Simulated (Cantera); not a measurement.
What does this Cantera script print?

```python
import numpy as np
import cantera as ct

surf = ct.Interface("diamond.yaml", "diamond_100")
gas, bulk = surf.adjacent["gas"], surf.adjacent["diamond"]
k = surf.kinetics_species_index(bulk.species_names[0])
cover = ["c6HH", "c6H*", "c6*H", "c6**", "c6HM", "c6B"]

rows, drift = [], 0.0
print(f"{'P':>10s}{'um/h':>11s}" + "".join(f"{s:>11s}" for s in cover))
for v in [830, 1300, 2100, 3300, 5300, 8500, 13000, 21000]:
    T, P, xH, xCH3 = 925, v, 0.023, 0.00013
    gas.TPX = T, P, {"H": xH, "CH3": xCH3, "CH4": 0.025, "H2": 1 - xH - xCH3 - 0.025}
    surf.TP = bulk.TP = T, P
    surf.coverages = "c6H*:0.1, c6HH:0.9"
    surf.advance_coverages(100.0)
    before = surf.coverages
    surf.advance_coverages(100.0)
    drift = max(drift, np.max(np.abs(surf.coverages - before) / (surf.coverages + 1e-9)))
    rate = surf.net_production_rates[k] * bulk.mean_molecular_weight / bulk.density * 3.6e9
    rows.append([rate, *surf[cover].coverages])
    print(f"{v:10.4g}{rate:11.4e}" + "".join(f"{x:11.3e}" for x in rows[-1][1:]))
```

It prints:

```
         P       um/h       c6HH       c6H*       c6*H       c6**       c6HM        c6B
       830 3.8789e-01  6.639e-01  1.220e-02  3.130e-01  5.448e-03  4.222e-03  1.053e-09
      1300 6.0907e-01  6.639e-01  1.222e-02  3.130e-01  5.450e-03  4.233e-03  1.653e-09
      2100 9.8564e-01  6.639e-01  1.226e-02  3.130e-01  5.454e-03  4.240e-03  2.675e-09
      3300 1.5508e+00  6.639e-01  1.231e-02  3.129e-01  5.459e-03  4.245e-03  4.208e-09
      5300 2.4933e+00  6.639e-01  1.240e-02  3.128e-01  5.469e-03  4.248e-03  6.766e-09
      8500 4.0031e+00  6.639e-01  1.254e-02  3.127e-01  5.484e-03  4.252e-03  1.086e-08
   1.3e+04 6.1305e+00  6.639e-01  1.273e-02  3.125e-01  5.506e-03  4.255e-03  1.664e-08
   2.1e+04 9.9255e+00  6.638e-01  1.308e-02  3.121e-01  5.543e-03  4.262e-03  2.693e-08
```

Cantera simulation using the Harris–Goodwin 1993 mechanism for the reconstructed diamond (100) surface; the numbers are that mechanism's predictions, not measurements.
